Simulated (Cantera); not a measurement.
**borazine + N2 (boron, boron nitride and boron oxide)**

Charge: 1 mol borazine, 4.7 mol N2, at 777 °C and 91.0 Pa.

Equilibrium computed with Cantera from the NASA thermochemical tables; the gas is ideal and each condensed phase is pure. Candidate condensed phases: B, BN; 15 gas species. The feed counts by its element totals alone. Rates play no part.

```
Property                             Value
-------------------------------  ---------
x(N2)                                0.610
x(H2)                                0.390
n(BN(s))                          3.00 mol
gas amount                       7.700 mol
log10 activity of B(s) (absent)      -6.24
```
